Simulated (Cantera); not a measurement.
Feed: 1 mol SiF₄, 1.8 mol N₂, equilibrated at 0.00133 bar.

Method: chemical equilibrium by Gibbs-energy minimisation in Cantera with the NASA 1993 tables (ideal gas, pure condensed phases). Candidate condensed phases: Si, Si₃N₄; 16 gas species. The tables' values for SiF₃ are old estimates; treat these amounts as uncertain. Kinetics and transport are ignored. All values below are at 1550 K.

Base state: N₂ 0.643, SiF₄ 0.357, F 1.42e-5, SiF₃ 1.42e-5 (mole fractions); condensed: gas only.

Q: What changes in the equilibrium state with this change: 0.062 mol Cl₂ added?

A: 
```json
[
 {"species": "N₂", "before": "0.643", "after": "0.616"},
 {"species": "SiF₄", "before": "0.357", "after": "0.342"},
 {"species": "Cl", "before": "0", "after": "0.0417"},
 {"species": "Cl₂", "before": "0", "after": "0.000354"},
 {"species": "F", "before": "1.42e-5", "after": "1.38e-5"}
]
```
